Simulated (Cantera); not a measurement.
A closed system holds: 1 mol Pb, 3.4 mol H₂S, 58 mol N₂, at 1200 K and 20.3 Torr.

Equilibrium computed with Cantera from the NASA thermochemical tables; the gas is ideal and each condensed phase is pure. Candidate condensed phases: Pb, PbS, S; 18 gas species. Gases not in the tables: S₃ to S₇. Rates play no part.

Base state: N₂ 0.919, H₂ 0.0386, PbS 0.0156, H₂S 0.0152, S₂ 0.0115, Pb 0.000276, SH 7.70e-5 (mole fractions); condensed: gas only.

### Question
What changes in the equilibrium state with this change: temperature from 1200 K to 1425 K?

### Answer
```csv
species,before,after
N₂,0.919,0.914
H₂,0.0386,0.0479
S₂,0.0115,0.0168
H₂S,0.0152,0.00544
PbS,0.0156,0.0141
S,3.45e-7,1.29e-5
Pb,0.000276,0.00161
SH,7.70e-5,0.000336
```

### Question
What changes in the equilibrium state with this change: Pb replaced by Ni?

### Answer
```csv
species,before,after
N₂,0.919,0.932
H₂,0.0386,0.0382
H₂S,0.0152,0.0164
PbS,0.0156,0
S₂,0.0115,0.0137
Pb,0.000276,0
SH,7.70e-5,8.35e-5
"Ni₃S₂(l), mol",0,0.333
```
Further candidate phases: Ni, NiS, NiS₂, Ni₃S₂, Ni₃S₄.
